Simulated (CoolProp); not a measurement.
Computed with CoolProp (reference Helmholtz-energy equation of state, Thol 2015).

Task: Give the vapour pressure (kPa), liquid density (kg/m³), vapour density (kg/m³), liquid cp (kJ/(kg K)) of saturated octamethylcyclotetrasiloxane (D4) at 48.65, 54.45, 83.55 °C.

Result: 
| T (°C) | p (kPa) | liquid density (kg/m³) | vapour density (kg/m³) | liquid cp (kJ/(kg K)) |
|---|---|---|---|---|
| 48.65 | 0.663 | 924 | 0.0736 | 1.71 |
| 54.45 | 0.936 | 917 | 0.102 | 1.72 |
| 83.55 | 4.26 | 883 | 0.429 | 1.78 |
